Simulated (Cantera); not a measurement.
Cantera with NASA thermochemical tables; ideal gases at 1 bar, condensed phases pure. Values are per mole of reaction as written; species without (g) are pure solids or liquids, kept so even where they would boil at 1 bar.

3 H2O(g) + 2 NO(g) + 2 V = V2O5 + 2 NH3(g), with ΔH° = -1099.6 kJ and ΔS° = -529.8 J/K at 300 K.

Q: How far is the shortcut ΔG° ≈ ΔH°(300 K) − T·ΔS°(300 K) from the full temperature-dependent value at 2648, 2698, 2748, 2798, 2848, 2898, 2948 K?

A: 
```tsv
T (K)	shortcut (kJ)	full (kJ)	difference (kJ)	difference in log10 K	condensed phases
2648	303.3	99.1	204.2	-4.03	V(l), V2O5(l)
2698	329.8	120.1	209.7	-4.06	V(l), V2O5(l)
2748	356.3	141.0	215.3	-4.09	V(l), V2O5(l)
2798	382.8	161.9	220.8	-4.12	V(l), V2O5(l)
2848	409.3	182.9	226.4	-4.15	V(l), V2O5(l)
2898	435.7	203.8	232.0	-4.18	V(l), V2O5(l)
2948	462.2	224.7	237.6	-4.21	V(l), V2O5(l)
```
The shortcut ignores heat capacities and the phase changes listed.
